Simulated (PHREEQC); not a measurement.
A solution holds 0.0013 mol CdCl2, 0.014 mol ZnCl2, 0.00025 mol NaF and 0.00025 mol Na2SO4 per kg of water, at 20 °C. Closed to the air; pH follows from the charge balance.

Model: ion-association model, phreeqc.dat, run in PHREEQC.

Precipitation was switched off in this run.

**Question.** Order these Cd species by the share of Cd that they hold, largest first: CdCl2, CdSO4, Cd+2, CdCl+.

**Answer.** CdCl+ (54 %), Cd+2 (41 %), CdCl2 (4.4 %), CdSO4 (0.38 %)

The pH is 5.55 and the ionic strength 0.0440 mol/kgw. Complexes and solids missing from the database can't appear.
